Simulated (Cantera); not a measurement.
A freely propagating, adiabatic, planar premixed flame of H₂ : O₂ : N₂ = 1 : 0.208 : 0.783 (molar parts), equivalence ratio 2.4, unburnt at 700 K and 1500 Torr; mixture-averaged transport, grid criteria slope 0.08 and curve 0.16, no radiation.

Computed with Cantera and the H2/O2 subset of GRI-Mech 3.0, which has no nitrogen chemistry. Burning velocities carry a grid error of a few per cent, more on coarse grids.

x: mole fraction of selected species; z is measured from the peak of heat release.

```
z (mm)   T (K)  u (m/s)   x H₂      x O₂   x H₂O₂       x H       x O  x HO₂
-------  -----  -------  -----  --------  -------  --------  --------  -----
-0.614     700     11.9  0.502     0.104    <1e-8     <1e-8     <1e-8  <1e-8
-0.409     700     11.9  0.502     0.104    <1e-8     <1e-8     <1e-8  <1e-8
-0.307     700     11.9  0.502     0.104    <1e-8     <1e-8     <1e-8    [?]
-0.205     700     11.9  0.502     0.104    <1e-8   6.05e-7   1.10e-8    [?]
-0.102     727     12.4  0.498     0.104  3.33e-6  0.000531   1.80e-5    [?]
-0.0512    924     15.4  0.468    0.0979  7.44e-6   0.00890  0.000350    [?]
0         1293     20.9  0.381    0.0641  2.58e-6    0.0442   0.00238    [?]
0.0512    1561     25.1  0.300    0.0187  1.06e-6    0.0765   0.00235    [?]
0.102     1680     26.8  0.279   0.00377  5.73e-7    0.0808   0.00117    [?]
0.205     1790     28.4  0.282  0.000398  3.45e-7    0.0705  0.000704    [?]
0.409     1898     29.9  0.292  0.000169  2.04e-7    0.0555  0.000495    [?]
0.819     2004     31.3  0.301   9.69e-5  1.08e-7    0.0403  0.000296    [?]
1.64      2093     32.4  0.310   4.77e-5  5.34e-8    0.0273  0.000148    [?]
```

**Question.** What belongs in the gaps?

**Answer.** 
- -0.307, x HO₂: 1.87e-8
- -0.205, x HO₂: 3.12e-6
- -0.102, x HO₂: 0.000301
- -0.0512, x HO₂: 0.000221
- 0, x HO₂: 0.000104
- 0.0512, x HO₂: 2.97e-5
- 0.102, x HO₂: 5.80e-6
- 0.205, x HO₂: 6.33e-7
- 0.409, x HO₂: 2.95e-7
- 0.819, x HO₂: 1.81e-7
- 1.64, x HO₂: 9.84e-8
